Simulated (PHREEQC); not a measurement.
Dissolve 1.36 mmol/kgw HBr at 25 °C. Closed to the air; pH follows from the charge balance.

The numbers come from PHREEQC with the ion-association model, phreeqc.dat.

This is a speciation only: nothing precipitates in the calculation.

### Question
Predict the pH, specific conductance.

### Answer
pH 2.88; specific conductance 561 µS/cm.
